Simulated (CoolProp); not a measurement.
A Linde-Hampson liquefier for nitrogen: isothermal reversible compression at 200 K from 1 atm to 25 MPa, throttling to 1 atm, return gas leaving the recuperator 0 K below the feed. Each further row changes one setting.

Computed with CoolProp (reference Helmholtz-energy equation of state, Span 2000).

```
case                        liquid yield per pass  compression work (kJ/kg of gas)
--------------------------  ---------------------  -------------------------------
as stated                                     [?]                              309
high pressure 50 MPa                        0.246                              358
warm-end temperature 230 K                    [?]                              [?]
warm-end gap 5 K                              [?]                              309
```

Problem. Some entries are withheld; supply them.

Solution. 
- as stated, liquid yield per pass: 0.250
- warm-end temperature 230 K, liquid yield per pass: 0.177
- warm-end temperature 230 K, compression work (kJ/kg of gas): 366
- warm-end gap 5 K, liquid yield per pass: 0.238
